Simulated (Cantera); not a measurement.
Input: 1 mol CH3SiH3, 0.4 mol C2H2, 150 mol H2, 0.087 mol C2H4, held at 0.590 bar.

Cantera equilibrium calculation (NASA polynomials, part measured and part estimated; ideal gas, pure solids and liquids). Candidate condensed phases: C, C6H6, C7H8, C8H18, Si, SiC; 87 gas species. The feed counts by its element totals alone. Gases not in the tables: Si2H6 and higher silanes. Kinetics and transport are ignored.

x: gas mole fraction; n: condensed amount in mol.

```
T (°C)   x H2       x H     x CH4  x C2H2 (acetylene)  n SiC(s)  n C(graphite)
------  -----  --------  --------  ------------------  --------  -------------
852     0.994   5.77e-8   0.00638          (withheld)      1.00              0
1052    0.996   2.12e-6   0.00393          (withheld)      1.00          0.372
1252    0.999   3.08e-5   0.00134          (withheld)     1.000          0.764
1452    0.999  0.000242  0.000588          (withheld)     1.000          0.854
1652    0.998   0.00124  0.000307          (withheld)     0.999          0.785
1852    0.993   0.00471  0.000181          (withheld)     0.991          0.437
2052    0.982    0.0142   9.68e-5          (withheld)     0.898              0
2252    0.953    0.0356   5.31e-5          (withheld)    0.0105              0
```

### Question
Complete the blanks.

### Answer

- 852, x C2H2 (acetylene): 3.29e-9
- 1052, x C2H2 (acetylene): 8.48e-7
- 1252, x C2H2 (acetylene): 1.21e-5
- 1452, x C2H2 (acetylene): 9.21e-5
- 1652, x C2H2 (acetylene): 0.000457
- 1852, x C2H2 (acetylene): 0.00166
- 2052, x C2H2 (acetylene): 0.00334
- 2252, x C2H2 (acetylene): 0.00541
